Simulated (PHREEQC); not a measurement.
**Buffer**

Make-up at 25 °C: 0.016 mol NH4Cl, 0.00051 mol Na2HPO4 and 6.8e-05 mol KCl per kg of water. Closed to the air; pH follows from the charge balance.

All values are PHREEQC results (ion-association model, phreeqc.dat), not measurements.

Precipitation was switched off in this run.

### Question
Predict the pH, specific conductance.

### Answer
pH 7.34; specific conductance 2280 µS/cm.

### Question
In which forms is N present?

### Answer
NH4+ 99 %, NH3 1.1 % of the N.
